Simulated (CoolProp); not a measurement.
Vapour-liquid equilibrium of carbon dioxide (1) + CH3F (R41) (2) at -12.25 °C; x and y are mole fractions of (1).

Values from CoolProp's multi-fluid Helmholtz-energy mixture model, Span 1996 and Lemmon 2006; pair parameters Bell 2016.

```json
[
 {"x": "0.05", "bubble pressure (kPa)": "1490", "y at the bubble point": "0.073", "dew pressure at overall composition x (kPa)": "1475", "liquid density (mol/L)": "21.17"},
 {"x": "0.2", "bubble pressure (kPa)": "1632", "y at the bubble point": "0.269", "dew pressure at overall composition x (kPa)": "1580", "liquid density (mol/L)": "21.38"},
 {"x": "0.35", "bubble pressure (kPa)": "1773", "y at the bubble point": "(withheld)", "dew pressure at overall composition x (kPa)": "1697", "liquid density (mol/L)": "21.61"},
 {"x": "0.5", "bubble pressure (kPa)": "1918", "y at the bubble point": "(withheld)", "dew pressure at overall composition x (kPa)": "1827", "liquid density (mol/L)": "21.85"},
 {"x": "0.65", "bubble pressure (kPa)": "2072", "y at the bubble point": "0.733", "dew pressure at overall composition x (kPa)": "1977", "liquid density (mol/L)": "(withheld)"},
 {"x": "0.8", "bubble pressure (kPa)": "2239", "y at the bubble point": "0.858", "dew pressure at overall composition x (kPa)": "2158", "liquid density (mol/L)": "22.32"},
 {"x": "0.95", "bubble pressure (kPa)": "2420", "y at the bubble point": "0.967", "dew pressure at overall composition x (kPa)": "(withheld)", "liquid density (mol/L)": "22.53"}
]
```

### Question
Complete the blanks.

### Answer

- 0.35, y at the bubble point: 0.440
- 0.5, y at the bubble point: 0.593
- 0.65, liquid density (mol/L): 22.09
- 0.95, dew pressure at overall composition x (kPa): 2388

No azeotrope shows between x = 0.05 and 0.95.

Pair parameters are fitted to limited data, so mixtures are less certain than the pure fluids.
